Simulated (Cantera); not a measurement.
A perfectly stirred reactor is fed with CH4 : CO2 : H2 = 1 : 4.3 : 0.077 (molar parts), at 39000 Pa; it is held at 2173 K, and followed from long to short residence time.

Cantera simulation using GRI-Mech 3.0 (53 species, 325 reactions); the numbers are that mechanism's predictions, not measurements.

Q: What does this change do: temperature 2173 to 1400 K?

A: 
```tsv
quantity	before	after
x(CH4) at τ = 0.990 s	2.39e-5	0.170
x(CO2) at τ = 0.990 s	0.243	0.777
x(H2) at τ = 0.990 s	0.0768	0.0208
x(CH2) at τ = 0.990 s	1.34e-7	3.82e-10
x(C2H6) at τ = 0.990 s	4.80e-11	0.000222
x(CH4) at τ = 37.0 ms	0.00138	0.185
x(CO2) at τ = 37.0 ms	0.250	0.799
x(H2) at τ = 37.0 ms	0.0763	0.0144
x(CH2) at τ = 37.0 ms	3.76e-6	1.82e-10
x(C2H6) at τ = 37.0 ms	8.17e-8	0.000107
```

Q: What does this change do: temperature 2173 to 1623 K?

A: 
```csv
quantity,before,after
x(CH4) at τ = 0.990 s,2.39e-5,0.0236
x(CO2) at τ = 0.990 s,0.243,0.409
x(H2) at τ = 0.990 s,0.0768,0.0544
x(CH2) at τ = 0.990 s,1.34e-7,7.17e-8
x(C2H6) at τ = 0.990 s,4.80e-11,2.33e-5
x(CH4) at τ = 37.0 ms,0.00138,0.126
x(CO2) at τ = 37.0 ms,0.250,0.716
x(H2) at τ = 37.0 ms,0.0763,0.0464
x(CH2) at τ = 37.0 ms,3.76e-6,7.90e-8
x(C2H6) at τ = 37.0 ms,8.17e-8,0.000276
```
